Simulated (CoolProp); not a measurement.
Aqueous potassium formate as a coolant, at -8 °C, 1 atm.

The numbers come from the Melinder's fits for secondary coolants in CoolProp.

| mass % | freezing point (°C) | Prandtl number | cp (kJ/(kg K)) | conductivity (W/(m K)) | viscosity (mPa s) |
|---|---|---|---|---|---|
| 16.7 | -9.2 | 18.5 | 3.546 | 0.528 | 2.75 |
| 21.6 | -12.9 | 19.1 | 3.367 | 0.521 | 2.95 |
| 26.5 | ___ | 20.0 | 3.202 | 0.513 | 3.21 |
| 31.4 | -22.8 | ___ | 3.053 | 0.504 | 3.49 |
| 36.4 | -29.4 | 22.5 | 2.918 | 0.493 | 3.80 |
| 41.3 | -37.2 | 24.6 | 2.797 | 0.481 | 4.23 |
| 46.2 | -46.3 | ___ | 2.684 | 0.468 | 5.09 |

Fill in the missing entries.


- 26.5, freezing point (°C): -17.4
- 31.4, Prandtl number: 21.1
- 46.2, Prandtl number: 29.2
